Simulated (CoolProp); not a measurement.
Vapour pressure (bar) of fluorine: the reference equation beside estimates from Tc = -128.7 °C, pc = 52.40 bar, ω = 0.045.

Model: reference Helmholtz-energy equation of state, de Reuck 1990, in CoolProp.

```json
[
 {"T (°C)": "-206.65", "reference": "0.06245", "Lee-Kesler": "0.06534", "van der Waals": "0.8158", "Redlich-Kwong": "0.03499", "Soave-Redlich-Kwong": "0.06312", "Peng-Robinson": "0.07018"},
 {"T (°C)": "-196.85", "reference": "0.3281", "Lee-Kesler": "0.3365", "van der Waals": "2.096", "Redlich-Kwong": "0.2462", "Soave-Redlich-Kwong": "0.3317", "Peng-Robinson": "0.3517"},
 {"T (°C)": "-187.15", "reference": "1.130", "Lee-Kesler": "1.151", "van der Waals": "4.358", "Redlich-Kwong": "0.9910", "Soave-Redlich-Kwong": "1.143", "Peng-Robinson": "1.176"},
 {"T (°C)": "-177.45", "reference": "2.970", "Lee-Kesler": "3.014", "van der Waals": "7.894", "Redlich-Kwong": "2.834", "Soave-Redlich-Kwong": "3.005", "Peng-Robinson": "3.037"},
 {"T (°C)": "-167.65", "reference": "6.510", "Lee-Kesler": "6.584", "van der Waals": "13.01", "Redlich-Kwong": "6.503", "Soave-Redlich-Kwong": "6.599", "Peng-Robinson": "6.594"},
 {"T (°C)": "-157.95", "reference": "12.36", "Lee-Kesler": "12.45", "van der Waals": "19.82", "Redlich-Kwong": "12.62", "Soave-Redlich-Kwong": "12.56", "Peng-Robinson": "12.48"},
 {"T (°C)": "-148.15", "reference": "21.39", "Lee-Kesler": "21.47", "van der Waals": "28.63", "Redlich-Kwong": "22.00", "Soave-Redlich-Kwong": "21.76", "Peng-Robinson": "21.59"},
 {"T (°C)": "-138.45", "reference": "34.27", "Lee-Kesler": "34.32", "van der Waals": "39.42", "Redlich-Kwong": "35.04", "Soave-Redlich-Kwong": "34.75", "Peng-Robinson": "34.56"}
]
```

Absolute difference from the reference over all 8 rows, mean and median: Lee-Kesler 1.6 and 1.3 %, van der Waals 300.7 and 132.8 %, Redlich-Kwong 11.6 and 3.7 %, Soave-Redlich-Kwong 1.3 and 1.3 %, Peng-Robinson 3.7 and 1.8 %.
